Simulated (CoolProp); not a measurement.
Vapour-liquid equilibrium of R134a (1) + R236FA (2) at 0.0014 MPa; x and y are mole fractions of (1).

Computed with CoolProp (multi-fluid Helmholtz-energy mixture model, Tillner-Roth 1994 and Pan 2012; pair parameters Bell 2016).

```csv
x,bubble temperature (K),y at the bubble point,dew temperature at overall composition x (K),liquid density (mol/L)
0.05,198.9,0.211,200.5,11.04
0.15,195.5,0.483,199.6,11.42
0.25,192.9,0.645,198.5,11.81
0.35,190.7,0.751,197.3,12.21
0.45,188.9,0.824,196.0,12.62
0.55,187.3,0.877,194.5,13.05
0.65,186.0,0.917,192.8,13.50
0.75,184.8,0.948,190.7,13.97
0.85,183.7,0.972,188.2,14.47
0.95,182.7,0.992,184.7,15.00
```

No azeotrope shows between x = 0.05 and 0.95.

Pair parameters are fitted to limited data, so mixtures are less certain than the pure fluids.
